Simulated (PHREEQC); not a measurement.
Synthetic water in mg/kgw, 25 °C, pH 2.41, pe 12.8:

| constituent | mg/kgw |
|---|---|
| Na | 108 |
| K | 3.44 |
| Ca | 110 |
| Mg | 12.8 |
| Cl | 38.2 |
| S(6) as SO4 | 1240 |
| Zn | 0.606 |
| Al | 2.12 |

Valence states are taken as typed.

Equilibrium calculation in PHREEQC: ion-association model, phreeqc.dat.

### Question
The ionic strength comes out as 0.0295 mol/kgw. What activity coefficients do Al+3, HSO4-, Cl-, CaHSO4+, H+ get?

### Answer
Al+3 0.30, HSO4- 0.85, Cl- 0.85, CaHSO4+ 0.85, H+ 0.87.

No solid was allowed to form.
